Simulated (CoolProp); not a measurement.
Vapour-liquid equilibrium of n-pentane (1) + toluene (2) at 29.6 kPa; x and y are mole fractions of (1).

The numbers come from the multi-fluid Helmholtz-energy mixture model, Thol 2019 and Lemmon 2006; pair parameters Bell 2016 in CoolProp.

```tsv
x	bubble temperature (K)	y at the bubble point	dew temperature at overall composition x (K)	liquid density (mol/L)
0.05	329.5	0.481	344.1	9.000
0.125	314.8	0.743	342.0	9.101
0.2	305.9	0.842	339.8	9.143
0.275	300.0	0.891	337.4	9.155
0.35	295.7	0.920	334.7	9.150
0.425	292.3	0.938	331.9	9.135
0.5	289.6	0.952	328.7	9.112
0.575	287.3	0.962	325.1	9.085
0.65	285.3	0.970	321.0	9.055
0.725	283.5	0.978	316.1	9.022
0.8	281.8	0.984	310.1	8.987
0.875	280.1	0.990	302.1	8.952
0.95	278.5	0.996	290.0	8.915
```

No azeotrope shows between x = 0.05 and 0.95.

The pair parameters rest on a limited set of measurements; away from them the model extrapolates.
